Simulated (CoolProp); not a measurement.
Vapour pressure (bar) of benzene: the reference equation beside estimates from Tc = 288.9 °C, pc = 49.06 bar, ω = 0.211.

Computed with CoolProp (reference Helmholtz-energy equation of state, Thol 2012).

```json
[
 {"T (°C)": "107.35", "reference": "2.189", "Lee-Kesler": "2.184", "van der Waals": "8.277"},
 {"T (°C)": "110.25", "reference": "2.358", "Lee-Kesler": "2.354", "van der Waals": "8.612"},
 {"T (°C)": "113.05", "reference": "2.530", "Lee-Kesler": "2.528", "van der Waals": "8.943"},
 {"T (°C)": "115.95", "reference": "2.719", "Lee-Kesler": "2.717", "van der Waals": "9.295"},
 {"T (°C)": "118.75", "reference": "2.911", "Lee-Kesler": "2.911", "van der Waals": "9.643"},
 {"T (°C)": "121.65", "reference": "3.121", "Lee-Kesler": "3.122", "van der Waals": "10.01"},
 {"T (°C)": "124.45", "reference": "3.334", "Lee-Kesler": "3.336", "van der Waals": "10.38"},
 {"T (°C)": "127.25", "reference": "3.558", "Lee-Kesler": "3.562", "van der Waals": "10.75"},
 {"T (°C)": "130.15", "reference": "3.802", "Lee-Kesler": "3.807", "van der Waals": "11.15"},
 {"T (°C)": "132.95", "reference": "4.049", "Lee-Kesler": "4.056", "van der Waals": "11.54"},
 {"T (°C)": "135.85", "reference": "4.318", "Lee-Kesler": "4.326", "van der Waals": "11.96"},
 {"T (°C)": "138.65", "reference": "4.589", "Lee-Kesler": "4.600", "van der Waals": "12.37"},
 {"T (°C)": "141.55", "reference": "4.884", "Lee-Kesler": "4.896", "van der Waals": "12.80"}
]
```

Absolute difference from the reference over all 13 rows, mean and median: Lee-Kesler 0.1 and 0.1 %, van der Waals 214.7 and 211.3 %.
